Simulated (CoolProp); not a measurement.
Vapour-liquid equilibrium of neopentane (1) + n-pentane (2) at 0.139 MPa; x and y are mole fractions of (1).

Model: multi-fluid Helmholtz-energy mixture model, Lemmon 2006 and Thol 2019; pair parameters Bell 2016, in CoolProp.

| x | bubble temperature (K) | y at the bubble point | dew temperature at overall composition x (K) | liquid density (mol/L) |
|---|---|---|---|---|
| 0.05 | 316.8 | 0.105 | 317.9 | 8.317 |
| 0.125 | 314.0 | 0.244 | 316.4 | 8.317 |
| 0.2 | 311.4 | 0.363 | 314.9 | 8.315 |
| 0.275 | 308.9 | 0.465 | 313.3 | 8.311 |
| 0.35 | 306.7 | 0.554 | 311.7 | 8.304 |
| 0.425 | 304.5 | 0.632 | 309.9 | 8.296 |
| 0.5 | 302.5 | 0.700 | 308.1 | 8.287 |
| 0.575 | 300.6 | 0.760 | 306.1 | 8.276 |
| 0.65 | 298.9 | 0.813 | 304.0 | 8.264 |
| 0.725 | 297.2 | 0.861 | 301.8 | 8.251 |
| 0.8 | 295.6 | 0.904 | 299.3 | 8.237 |
| 0.875 | 294.1 | 0.943 | 296.7 | 8.223 |
| 0.95 | 292.7 | 0.978 | 293.8 | 8.208 |

No azeotrope shows between x = 0.05 and 0.95.

Pair parameters are fitted to limited data, so mixtures are less certain than the pure fluids.
